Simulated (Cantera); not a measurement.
A closed system holds: 1 mol HMDSO, 0.51 mol CO2, 0.39 mol H2, at 0.340 bar.

Equilibrium computed with Cantera from the NASA thermochemical tables; the gas is ideal and each condensed phase is pure. Candidate condensed phases: C, C6H6, C7H8, C8H18, H2O, Si, SiC, SiO2; 123 gas species. The feed counts by its element totals alone. Equilibrium is a limit: real reactors are often held back by kinetics, nucleation or transport.

Question: At 1675 K, list the 7 most abundant gas species with their mole fractions, and the condensed phases.

Answer: H2 0.822, CO 0.176, SiO 0.000665, CH4 0.000277, H 0.000181, C2H2 (acetylene) 4.78e-5, H2O 2.74e-5. Condensed: C(graphite) + SiC(s).
